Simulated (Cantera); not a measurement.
Feed: 1 mol Cr, 0.28 mol H₂O, a varied amount of N₂O, equilibrated at 1927 °C and 0.0250 bar.

Equilibrium computed with Cantera from the NASA thermochemical tables; the gas is ideal and each condensed phase is pure. Candidate condensed phases: Cr, CrN, Cr₂N, Cr₂O₃, H₂O; 29 gas species. Gases not in the tables: CrO₂(OH)₂. Equilibrium is a limit: real reactors are often held back by kinetics, nucleation or transport.

x: gas mole fraction; n: condensed amount in mol.

```json
[
 {"n(N₂O) (mol)": "1.4", "x N₂": "0.826", "x O₂": "0.000183", "x H₂O": "0.104", "x H₂": "0.0557", "x NO": "0.000381", "x OH": "0.00220", "n Cr₂O₃(s)": "0.498"},
 {"n(N₂O) (mol)": "1.9", "x N₂": "0.786", "x O₂": "0.0756", "x H₂O": "0.108", "x H₂": "0.00282", "x NO": "0.00757", "x OH": "0.0101", "n Cr₂O₃(s)": "0.496"},
 {"n(N₂O) (mol)": "2.6", "x N₂": "0.745", "x O₂": "0.148", "x H₂O": "0.0738", "x H₂": "0.00138", "x NO": "0.0103", "x OH": "0.00986", "n Cr₂O₃(s)": "0.493"},
 {"n(N₂O) (mol)": "3.5", "x N₂": "0.719", "x O₂": "0.195", "x H₂O": "0.0522", "x H₂": "0.000852", "x NO": "0.0116", "x OH": "0.00888", "n Cr₂O₃(s)": "0.490"},
 {"n(N₂O) (mol)": "4.7", "x N₂": "0.701", "x O₂": "(withheld)", "x H₂O": "(withheld)", "x H₂": "(withheld)", "x NO": "0.0124", "x OH": "(withheld)", "n Cr₂O₃(s)": "0.485"},
 {"n(N₂O) (mol)": "6.3", "x N₂": "0.688", "x O₂": "0.251", "x H₂O": "0.0267", "x H₂": "0.000385", "x NO": "0.0129", "x OH": "0.00678", "n Cr₂O₃(s)": "0.479"},
 {"n(N₂O) (mol)": "8.5", "x N₂": "0.679", "x O₂": "0.269", "x H₂O": "(withheld)", "x H₂": "(withheld)", "x NO": "0.0133", "x OH": "(withheld)", "n Cr₂O₃(s)": "0.471"},
 {"n(N₂O) (mol)": "11", "x N₂": "0.673", "x O₂": "0.280", "x H₂O": "0.0143", "x H₂": "0.000195", "x NO": "0.0135", "x OH": "0.00509", "n Cr₂O₃(s)": "0.462"}
]
```

### Question
Complete the blanks.

### Answer

- 4.7, x O₂: 0.228
- 4.7, x H₂O: 0.0372
- 4.7, x H₂: 0.000563
- 4.7, x OH: 0.00780
- 8.5, x H₂O: 0.0191
- 8.5, x H₂: 0.000266
- 8.5, x OH: 0.00582
